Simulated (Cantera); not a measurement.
# Ti(OiPr)₄ + H₂O (titanium nitride, carbide and oxide coatings)

A closed system holds: 1 mol Ti(OiPr)₄, 5.5 mol H₂O, held at 2.00 mbar.

Method: chemical equilibrium by Gibbs-energy minimisation in Cantera with the NASA 1993 tables (ideal gas, pure condensed phases). Candidate condensed phases: C, C₆H₆, C₇H₈, C₈H₁₈, H₂O, Ti, TiC, TiO, TiO₂, Ti₂O₃, Ti₃O₅, Ti₄O₇; 113 gas species. The feed counts by its element totals alone. TiC: taken at fixed stoichiometry. Condensed phases not in the tables: Magnéli phases beyond Ti₄O₇. The numbers say what is thermodynamically allowed, not how fast it happens.

At 1023 K the condensed part is C(graphite) + TiO₂(rutile). At 1123 K the condensed part is C(graphite) + Ti₃O₅(s). From 1223 K to 2223 K the condensed part is C(graphite) + TiC(s).

```csv
T (K),log p H₂,log p CO,log p H,log p C₂H₂ (acetylene),n C(graphite),n TiO₂(rutile),n Ti₃O₅(s),n TiC(s)
1023,-2.84,-3.26,-9.80,-11.52,4.50,1.00,0,0
1123,-2.85,-3.24,-8.79,-10.50,4.17,0,0.333,0
1223,-2.87,-3.18,-7.96,-9.68,1.50,0,0,1.00
1323,-2.87,-3.18,-7.24,-8.95,1.50,0,0,1.00
1423,-2.87,-3.18,-6.61,-8.34,1.50,0,0,1.00
1523,-2.87,-3.18,-6.07,-7.80,1.50,0,0,1.00
1623,-2.87,-3.18,-5.60,-7.33,1.50,0,0,1.00
1723,-2.87,-3.18,-5.18,-6.92,1.50,0,0,1.00
1823,-2.88,-3.19,-4.80,-6.55,1.49,0,0,1.00
1923,-2.88,-3.19,-4.47,-6.23,1.48,0,0,1.000
2023,-2.89,-3.19,-4.17,-5.94,1.47,0,0,1.000
2123,-2.91,-3.20,-3.90,-5.69,1.44,0,0,1.000
2223,-2.94,-3.21,-3.66,-5.47,1.40,0,0,0.999
```
log p: log10 of the partial pressure in bar; n: condensed amount in mol.
